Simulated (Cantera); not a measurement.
Feed: 1 mol Cu, 12 mol CO2, 9.2 mol CO, held at 0.770 bar.

These are equilibrium values from Cantera (NASA tables, ideal gas, pure condensed phases), not measurements of a reactor. Candidate condensed phases: C, Cu, CuO, Cu2O; 15 gas species. Rates play no part.

Question: Which condensed phases are stable at each of these points (T (K)): 1148, 1198, 1248, 1298, 1348, 1398, 1448, 1498?

Answer: 
```json
[
 {"T (K)": "1148", "condensed phases": "Cu(s)", "Cu condensed (%)": "100.0"},
 {"T (K)": "1198", "condensed phases": "Cu(s)", "Cu condensed (%)": "100.0"},
 {"T (K)": "1248", "condensed phases": "Cu(s)", "Cu condensed (%)": "100.0"},
 {"T (K)": "1298", "condensed phases": "Cu(s)", "Cu condensed (%)": "100.0"},
 {"T (K)": "1348", "condensed phases": "Cu(s)", "Cu condensed (%)": "100.0"},
 {"T (K)": "1398", "condensed phases": "Cu(l)", "Cu condensed (%)": "100.0"},
 {"T (K)": "1448", "condensed phases": "Cu(l)", "Cu condensed (%)": "100.0"},
 {"T (K)": "1498", "condensed phases": "Cu(l)", "Cu condensed (%)": "100.0"}
]
```

From 1148 K to 1348 K the condensed part is Cu(s). From 1398 K to 1498 K the condensed part is Cu(l).
